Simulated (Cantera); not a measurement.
Thermodynamics of boron, boron nitride and boron oxide, feed B2O3 + O2 + H2

Feed: 1 mol B2O3, 0.53 mol O2, 30 mol H2, held at 1330 Pa.

These are equilibrium values from Cantera (NASA tables, ideal gas, pure condensed phases), not measurements of a reactor. Candidate condensed phases: B, B2O3, B3O3H3, H2O; 23 gas species. Gases not in the tables: H3BO3. Kinetics and transport are ignored.

From 850 °C to 1250 °C the condensed part is B2O3(l). From 1350 °C to 1750 °C nothing is condensed.

| T (°C) | log p H2 | log p HBO2 | log p H2O | log p H | log p HBO | log p B2O3 | log p BO | n B2O3(l) |
|---|---|---|---|---|---|---|---|---|
| 850 | -1.89 | -5.26 | -3.33 | -8.32 | -8.44 | -9.21 | -13.15 | 0.993 |
| 950 | -1.89 | -4.61 | -3.34 | -7.47 | -7.34 | -7.72 | -11.30 | 0.972 |
| 1050 | -1.89 | -4.08 | -3.37 | -6.75 | -6.41 | -6.46 | -9.72 | 0.904 |
| 1150 | -1.89 | -3.65 | -3.45 | -6.13 | -5.58 | -5.39 | -8.34 | 0.735 |
| 1250 | -1.90 | -3.34 | -3.62 | -5.59 | -4.82 | -4.46 | -7.10 | 0.376 |
| 1350 | -1.91 | -3.22 | -3.75 | -5.11 | -4.33 | -3.99 | -6.20 | 0 |
| 1450 | -1.91 | -3.24 | -3.70 | -4.69 | -4.19 | -3.98 | -5.68 | 0 |
| 1550 | -1.91 | -3.26 | -3.65 | -4.32 | -4.07 | -3.98 | -5.24 | 0 |
| 1650 | -1.91 | -3.28 | -3.60 | -3.98 | -3.97 | -4.00 | -4.85 | 0 |
| 1750 | -1.92 | -3.30 | -3.55 | -3.68 | -3.90 | -4.03 | -4.51 | 0 |
log p: log10 of the partial pressure in bar; n: condensed amount in mol.
